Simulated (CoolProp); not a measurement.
Vapour-liquid equilibrium of dimethyl ether (1) + R236FA (2) at 1.45 bar; x and y are mole fractions of (1).

The numbers come from the multi-fluid Helmholtz-energy mixture model, Wu 2011 and Pan 2012; pair parameters Bell 2016 in CoolProp.

```
x     bubble temperature (°C)  y at the bubble point  dew temperature at overall composition x (°C)  liquid density (mol/L)
----  -----------------------  ---------------------  ---------------------------------------------  ----------------------
0.05                      7.2                  0.058                                            7.3                   9.542
0.2                       6.0                  0.256                                            6.5                   10.24
0.35                      3.6                  0.477                                            5.2                   11.03
0.5                      -0.2                  0.688                                            3.3                   11.93
0.65                     -5.2                  0.849                                            0.6                   12.94
0.8                     -10.5                  0.946                                           -3.4                   14.06
0.95                    -15.0                  0.992                                          -10.8                   15.28
```

No azeotrope shows between x = 0.05 and 0.95.

The pair parameters rest on a limited set of measurements; away from them the model extrapolates.
